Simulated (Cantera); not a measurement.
A perfectly stirred reactor is fed with 6.28 % C3H8, 19.6 % O2, 74.1 % N2, equivalence ratio 1.6, at 100000 Pa; it is adiabatic with a 498 K inlet, and is followed from long to short residence time, starting on the burning branch (τ in s: 0.023, 0.0079, 0.0028, 0.00097, 0.00034, 0.00012, 4.2e-05, 1.5e-05, 5.1e-06).

Model: GRI-Mech 3.0 (53 species, 325 reactions), integrated in Cantera. GRI-Mech 3.0 was tuned for natural gas; its chemistry of propane as a main component is partial and can be far from experiment.

Problem. Predict: blow-out, bracketed by the residence times tried; x(C3H8) at τ = 23.0 ms; x(O2) at τ = 23.0 ms; x(NO) at τ = 23.0 ms; x(C2H6) at τ = 23.0 ms; x(C3H8) at τ = 0.340 ms; x(O2) at τ = 0.340 ms; x(NO) at τ = 0.340 ms; x(NO2) at τ = 0.340 ms; x(C2H6) at τ = 0.340 ms.

Solution. 
| Quantity | Result |
|---|---|
| blow-out, bracketed by the residence times tried | burning at 0.340 ms, out at 0.120 ms |
| x(C3H8) at τ = 23.0 ms | 2.18e-6 |
| x(O2) at τ = 23.0 ms | 0.000281 |
| x(NO) at τ = 23.0 ms | 0.000154 |
| x(C2H6) at τ = 23.0 ms | 1.45e-7 |
| x(C3H8) at τ = 0.340 ms | 0.000116 |
| x(O2) at τ = 0.340 ms | 0.00877 |
| x(NO) at τ = 0.340 ms | 3.97e-5 |
| x(NO2) at τ = 0.340 ms | 1.52e-9 |
| x(C2H6) at τ = 0.340 ms | 1.43e-5 |
